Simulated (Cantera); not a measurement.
Equilibrium for oxide etching and cleaning by halides: SiO2 + HCl + H2

Feed: 1 mol SiO2, 9.5 mol HCl, 21 mol H2, at 40.5 Torr.

Cantera equilibrium calculation (NASA polynomials, part measured and part estimated; ideal gas, pure solids and liquids). Candidate condensed phases: H2O, Si, SiO2; 30 gas species. Kinetics and transport are ignored.

From 352 °C to 502 °C the condensed part is SiO2(α-quartz). From 577 °C to 802 °C the condensed part is SiO2(β-quartz). The main Si-bearing gas is SiCl4 throughout.

```
T (°C)   x H2  x HCl    x H2O  x SiCl4  x SiHCl3   x SiCl3       x H  n SiO2(α-quartz)  n SiO2(β-quartz)
------  -----  -----  -------  -------  --------  --------  --------  ----------------  ----------------
352     0.689  0.311  7.23e-7  3.62e-7  3.86e-11    <1e-12    <1e-12             1.000                 0
427     0.689  0.311  1.79e-6  8.93e-7  4.03e-10    <1e-12    <1e-12             1.000                 0
502     0.689  0.311  3.69e-6  1.84e-6   2.63e-9  5.62e-12  3.54e-12             1.000                 0
577     0.689  0.311  6.68e-6  3.33e-6   1.22e-8  1.13e-10  7.32e-11                 0             1.000
652     0.689  0.311  1.09e-5  5.42e-6   4.35e-8   1.38e-9  9.30e-10                 0             1.000
727     0.689  0.311  1.66e-5  8.16e-6   1.27e-7   1.15e-8   8.10e-9                 0             1.000
802     0.689  0.311  2.38e-5  1.15e-5   3.17e-7   7.00e-8   5.24e-8                 0             1.000
```
x: gas mole fraction; n: condensed amount in mol.
